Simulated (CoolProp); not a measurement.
Aqueous magnesium chloride as a coolant, at -3 °C, 1 atm.

The numbers come from the Melinder's fits for secondary coolants in CoolProp.

```tsv
mass %	freezing point (°C)	conductivity (W/(m K))	Prandtl number	cp (kJ/(kg K))	density (kg/m³)
8.7	-6.6	0.538	19.6	…	1078
12	-11.3	0.530	22.8	…	1108
15.2	-17.2	0.522	25.6	…	1137
18.5	-24.6	0.513	28.9	3.116	1168
21.7	-34.3	0.503	44.2	2.971	1202
25	-50.2	0.484	199	2.836	…
28.2	-76.9	0.447	8880	2.710	1296
```

### Question
Some entries are withheld; supply them.

### Answer

- 8.7, cp (kJ/(kg K)): 3.644
- 12, cp (kJ/(kg K)): 3.453
- 15.2, cp (kJ/(kg K)): 3.280
- 25, density (kg/m³): 1243
